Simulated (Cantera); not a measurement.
Feed: 1 mol CHF3, 2.7 mol HCl, at 625 °C.

Equilibrium computed with Cantera from the NASA thermochemical tables; the gas is ideal and each condensed phase is pure. Candidate condensed phases: C, C6H6, C7H8, C8H18; 118 gas species. Condensed phases not in the tables: fluorocarbon polymer. Gases not in the tables: C2F6 and larger saturated fluorocarbons. Rates play no part.

**Question.** At 3.20 mbar, list the 6 most abundant gas species with their mole fractions, and the condensed phases.

**Answer.** HCl 0.532, HF 0.328, CF4 0.0911, Cl2 0.0468, CClF3 0.00166, Cl 0.000273. Condensed: C(graphite).
